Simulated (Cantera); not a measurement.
Feed: 1 mol MgCO₃, 0.36 mol SO₃, 0.12 mol O₂, at 0.120 bar.

Equilibrium computed with Cantera from the NASA thermochemical tables; the gas is ideal and each condensed phase is pure. Candidate condensed phases: C, Mg, MgCO₃, MgO, MgS, MgSO₄, S; 26 gas species. Rates play no part. All values below are at 723 K.

Base state: CO₂ 0.893, O₂ 0.107 (mole fractions); condensed: MgO(s) + MgSO₄(s).

Question: What changes in the equilibrium state with this change: 0.0017 mol H₂ added?

Answer: 
| species | before | after |
|---|---|---|
| CO₂ | 0.893 | 0.892 |
| O₂ | 0.107 | 0.106 |
| H₂O | 0 | 0.00152 |
| MgO(s), mol | 0.640 | 0.640 |
| MgSO₄(s), mol | 0.360 | 0.360 |
Further candidate phases: C₆H₆, C₇H₈, C₈H₁₈, H₂O, H₂SO₄, Mg(OH)₂.
